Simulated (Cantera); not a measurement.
toluene + CO2 + N2 (carbon deposition, reforming and gasification)

Feed: 1 mol toluene, 1.8 mol CO2, 9.1 mol N2, equilibrated at 73.0 Pa.

Method: chemical equilibrium by Gibbs-energy minimisation in Cantera with the NASA 1993 tables (ideal gas, pure condensed phases). Candidate condensed phases: C, C6H6, C7H8, C8H18, H2O; 136 gas species. Equilibrium is a limit: real reactors are often held back by kinetics, nucleation or transport.

```json
[
 {"T (K)": "673", "x N2": "0.591", "x H": "<1e-12", "x H2": "0.242", "x CO": "0.0832", "x CO2": "0.0672", "x H2O": "0.0160", "x HCN": "7.92e-10", "x CN": "<1e-12", "n C(graphite)": "6.47"},
 {"T (K)": "823", "x N2": "0.546", "x H": "1.33e-10", "x H2": "0.239", "x CO": "0.212", "x CO2": "0.00158", "x H2O": "0.000492", "x HCN": "5.94e-8", "x CN": "<1e-12", "n C(graphite)": "5.23"},
 {"T (K)": "973", "x N2": "0.545", "x H": "1.96e-8", "x H2": "0.240", "x CO": "0.215", "x CO2": "3.40e-5", "x H2O": "2.34e-5", "x HCN": "1.20e-6", "x CN": "<1e-12", "n C(graphite)": "5.20"},
 {"T (K)": "1123", "x N2": "0.545", "x H": "7.71e-7", "x H2": "0.240", "x CO": "0.216", "x CO2": "2.05e-6", "x H2O": "2.49e-6", "x HCN": "1.08e-5", "x CN": "<1e-12", "n C(graphite)": "5.20"},
 {"T (K)": "1273", "x N2": "0.545", "x H": "1.29e-5", "x H2": "0.239", "x CO": "0.216", "x CO2": "2.44e-7", "x H2O": "4.48e-7", "x HCN": "5.77e-5", "x CN": "4.77e-12", "n C(graphite)": "5.20"},
 {"T (K)": "1423", "x N2": "0.545", "x H": "0.000120", "x H2": "0.239", "x CO": "0.216", "x CO2": "4.62e-8", "x H2O": "1.16e-7", "x HCN": "0.000215", "x CN": "3.73e-10", "n C(graphite)": "5.20"},
 {"T (K)": "1573", "x N2": "0.544", "x H": "0.000735", "x H2": "0.239", "x CO": "0.215", "x CO2": "1.22e-8", "x H2O": "3.91e-8", "x HCN": "0.000623", "x CN": "1.26e-8", "n C(graphite)": "5.19"},
 {"T (K)": "1723", "x N2": "0.543", "x H": "0.00328", "x H2": "0.237", "x CO": "0.215", "x CO2": "4.09e-9", "x H2O": "1.58e-8", "x HCN": "0.00149", "x CN": "2.30e-7", "n C(graphite)": "5.17"},
 {"T (K)": "1873", "x N2": "0.540", "x H": "0.0115", "x H2": "0.231", "x CO": "0.214", "x CO2": "1.65e-9", "x H2O": "7.27e-9", "x HCN": "0.00305", "x CN": "2.61e-6", "n C(graphite)": "5.14"},
 {"T (K)": "2023", "x N2": "0.533", "x H": "0.0327", "x H2": "0.216", "x CO": "0.212", "x CO2": "7.53e-10", "x H2O": "3.58e-9", "x HCN": "0.00547", "x CN": "2.05e-5", "n C(graphite)": "5.09"},
 {"T (K)": "2173", "x N2": "0.519", "x H": "0.0772", "x H2": "0.187", "x CO": "0.207", "x CO2": "3.76e-10", "x H2O": "1.76e-9", "x HCN": "0.00858", "x CN": "0.000120", "n C(graphite)": "5.02"},
 {"T (K)": "2323", "x N2": "0.497", "x H": "0.150", "x H2": "0.139", "x CO": "0.199", "x CO2": "2.00e-10", "x H2O": "7.91e-10", "x HCN": "0.0116", "x CN": "0.000552", "n C(graphite)": "4.93"},
 {"T (K)": "2473", "x N2": "0.471", "x H": "0.238", "x H2": "0.0833", "x CO": "0.190", "x CO2": "1.11e-10", "x H2O": "3.00e-10", "x HCN": "0.0131", "x CN": "0.00209", "n C(graphite)": "4.82"},
 {"T (K)": "2623", "x N2": "0.446", "x H": "0.307", "x H2": "0.0388", "x CO": "0.180", "x CO2": "6.62e-11", "x H2O": "9.31e-11", "x HCN": "0.0125", "x CN": "0.00674", "n C(graphite)": "4.44"}
]
```
x: gas mole fraction; n: condensed amount in mol.

From 673 K to 2623 K the condensed part is C(graphite). The main C-bearing gas is CO throughout. The share of C in condensed phases is highest at 673 K (73.5 %) and lowest at 2623 K (50.4 %).
